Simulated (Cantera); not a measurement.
# Premixed flame

A freely propagating, adiabatic, planar premixed flame of CH4 : C2H6 : O2 : N2 : H2O = 1 : 1.1 : 5.32 : 20 : 0.9 (molar parts), equivalence ratio 1.1, unburnt at 623 K and 1.10 bar; mixture-averaged transport, grid criteria slope 0.08 and curve 0.16, no radiation.

Cantera simulation using GRI-Mech 3.0 (53 species, 325 reactions); the numbers are that mechanism's predictions, not measurements. Burning velocities carry a grid error of a few per cent, more on coarse grids.

```json
[
 {"z (mm)": "-0.869", "T (K)": "623", "u (m/s)": "1.35", "x CH4": "0.0353", "x C2H6": "0.0388", "x O2": "0.188", "x OH": "<1e-8", "x H": "<1e-8", "x HO2": "1.92e-7"},
 {"z (mm)": "-0.579", "T (K)": "625", "u (m/s)": "1.36", "x CH4": "0.0351", "x C2H6": "0.0387", "x O2": "0.187", "x OH": "<1e-8", "x H": "<1e-8", "x HO2": "2.87e-6"},
 {"z (mm)": "-0.435", "T (K)": "631", "u (m/s)": "1.38", "x CH4": "0.0348", "x C2H6": "0.0385", "x O2": "0.186", "x OH": "<1e-8", "x H": "<1e-8", "x HO2": "1.19e-5"},
 {"z (mm)": "-0.290", "T (K)": "682", "u (m/s)": "1.50", "x CH4": "0.0336", "x C2H6": "0.0376", "x O2": "0.181", "x OH": "1.86e-7", "x H": "3.27e-7", "x HO2": "8.79e-5"},
 {"z (mm)": "-0.145", "T (K)": "1041", "u (m/s)": "2.34", "x CH4": "0.0262", "x C2H6": "0.0270", "x O2": "0.148", "x OH": "3.21e-5", "x H": "5.88e-5", "x HO2": "0.000283"},
 {"z (mm)": "-0.0724", "T (K)": "1445", "u (m/s)": "3.32", "x CH4": "0.0170", "x C2H6": "0.0110", "x O2": "0.107", "x OH": "0.000322", "x H": "0.000685", "x HO2": "0.000265"},
 {"z (mm)": "0", "T (K)": "1823", "u (m/s)": "4.25", "x CH4": "0.00545", "x C2H6": "0.000643", "x O2": "0.0588", "x OH": "0.00250", "x H": "0.00393", "x HO2": "0.000117"},
 {"z (mm)": "0.0724", "T (K)": "1988", "u (m/s)": "4.64", "x CH4": "0.000580", "x C2H6": "2.35e-6", "x O2": "0.0303", "x OH": "0.00670", "x H": "0.00799", "x HO2": "1.80e-5"},
 {"z (mm)": "0.145", "T (K)": "2034", "u (m/s)": "4.73", "x CH4": "3.12e-5", "x C2H6": "<1e-8", "x O2": "0.0195", "x OH": "0.00909", "x H": "0.0100", "x HO2": "6.52e-6"},
 {"z (mm)": "0.290", "T (K)": "2077", "u (m/s)": "4.80", "x CH4": "8.68e-8", "x C2H6": "<1e-8", "x O2": "0.0139", "x OH": "0.00995", "x H": "0.0104", "x HO2": "4.44e-6"},
 {"z (mm)": "0.579", "T (K)": "2132", "u (m/s)": "4.91", "x CH4": "<1e-8", "x C2H6": "<1e-8", "x O2": "0.0113", "x OH": "0.00967", "x H": "0.00897", "x HO2": "3.39e-6"},
 {"z (mm)": "1.16", "T (K)": "2197", "u (m/s)": "5.03", "x CH4": "<1e-8", "x C2H6": "<1e-8", "x O2": "0.00899", "x OH": "0.00884", "x H": "0.00665", "x HO2": "2.44e-6"},
 {"z (mm)": "2.32", "T (K)": "2265", "u (m/s)": "5.17", "x CH4": "<1e-8", "x C2H6": "<1e-8", "x O2": "0.00653", "x OH": "0.00755", "x H": "0.00445", "x HO2": "1.60e-6"}
]
```
x: mole fraction of selected species; z is measured from the peak of heat release.

```json
{
 "laminar_burning_velocity": "135 cm/s",
 "thermal_thickness": "0.290 mm",
 "peak x(OH)": "0.00996",
 "peak x(H)": "0.0105",
 "peak x(HO2)": "0.000283",
 "grid_points": "143"
}
```
